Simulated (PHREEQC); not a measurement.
A solution holds 59 mmol/kgw Al2(SO4)3, 0.12 mmol/kgw HBF4, 0.16 mmol/kgw CuCl2 and 5.3 mmol/kgw KHCO3, at 25 °C. Closed to the air; pH follows from the charge balance.

Equilibrium calculation in PHREEQC: ion-association model, phreeqc.dat.

Each row changes one thing in this solution. This is a speciation only: nothing precipitates in the calculation.

```json
[
 {"case": "as made", "pH": "4.87", "ionic strength (mol/kgw)": "0.194", "AlSO4+ (mol/kgw)": "0.0738", "SO4-2 (mol/kgw)": "0.0432", "Al(SO4)2- (mol/kgw)": "0.0298", "Al+3 (mol/kgw)": "0.0101", "SI of Al(OH)3(a) (Al(OH)3)": "+0.92"},
 {"case": "HBF4 from 0.00012 to 1.2e-05 mol/kgw", "pH": "4.89", "ionic strength (mol/kgw)": "0.194", "AlSO4+ (mol/kgw)": "0.0739", "SO4-2 (mol/kgw)": "0.0431", "Al(SO4)2- (mol/kgw)": "0.0298", "Al+3 (mol/kgw)": "0.0101", "SI of Al(OH)3(a) (Al(OH)3)": "+1.00"},
 {"case": "CuCl2 left out", "pH": "4.87", "ionic strength (mol/kgw)": "0.194", "AlSO4+ (mol/kgw)": "0.0738", "SO4-2 (mol/kgw)": "0.0432", "Al(SO4)2- (mol/kgw)": "0.0298", "Al+3 (mol/kgw)": "0.0101", "SI of Al(OH)3(a) (Al(OH)3)": "+0.92"},
 {"case": "diluted 5-fold with water", "pH": "4.65", "ionic strength (mol/kgw)": "0.0514", "AlSO4+ (mol/kgw)": "0.0165", "SO4-2 (mol/kgw)": "0.0127", "Al(SO4)2- (mol/kgw)": "0.00304", "Al+3 (mol/kgw)": "0.00309", "SI of Al(OH)3(a) (Al(OH)3)": "+0.02"},
 {"case": "diluted 10-fold with water", "pH": "4.55", "ionic strength (mol/kgw)": "___", "AlSO4+ (mol/kgw)": "0.00835", "SO4-2 (mol/kgw)": "0.00727", "Al(SO4)2- (mol/kgw)": "0.00102", "Al+3 (mol/kgw)": "0.00193", "SI of Al(OH)3(a) (Al(OH)3)": "-0.38"},
 {"case": "HBF4 left out", "pH": "4.90", "ionic strength (mol/kgw)": "0.194", "AlSO4+ (mol/kgw)": "0.0739", "SO4-2 (mol/kgw)": "0.0431", "Al(SO4)2- (mol/kgw)": "0.0298", "Al+3 (mol/kgw)": "0.0101", "SI of Al(OH)3(a) (Al(OH)3)": "+1.01"},
 {"case": "KHCO3 from 0.0053 to 0.00265 mol/kgw", "pH": "4.59", "ionic strength (mol/kgw)": "___", "AlSO4+ (mol/kgw)": "___", "SO4-2 (mol/kgw)": "0.0418", "Al(SO4)2- (mol/kgw)": "0.0297", "Al+3 (mol/kgw)": "0.0105", "SI of Al(OH)3(a) (Al(OH)3)": "___"}
]
```

**Question.** Fill in the missing entries.

**Answer.** 
- diluted 10-fold with water, ionic strength (mol/kgw): 0.0291
- KHCO3 from 0.0053 to 0.00265 mol/kgw, ionic strength (mol/kgw): 0.190
- KHCO3 from 0.0053 to 0.00265 mol/kgw, AlSO4+ (mol/kgw): 0.0754
- KHCO3 from 0.0053 to 0.00265 mol/kgw, SI of Al(OH)3(a) (Al(OH)3): +0.13

Complexes and solids missing from the database can't appear. Some of these states are supersaturated (in Al(OH)3(a), Gibbsite (slow to form), for instance). Real BF4- forms and hydrolyses slowly; the run takes it at equilibrium. Fluoro complexes past AlF4- and FeF3 are missing from the database.
